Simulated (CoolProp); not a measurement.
Vapour-liquid equilibrium of CHF3 (R23) (1) + sulfur hexafluoride (2) at 243.8 K; x and y are mole fractions of (1).

Model: multi-fluid Helmholtz-energy mixture model, Penoncello 2003 and Guder 2009; pair parameters Bell 2016, in CoolProp.

Problem. Give the bubble pressure and the first vapour's composition at x = 0.05, 0.425, 0.65. Is there an azeotrope?

Solution. x = 0.05: 614.5 kPa, y = 0.195; x = 0.425: 974.2 kPa, y = 0.595; x = 0.65: 1047 kPa, y = 0.710. y crosses x between x = 0.8 and 0.875: the model has an azeotrope there.

Pair parameters are fitted to limited data, so mixtures are less certain than the pure fluids.
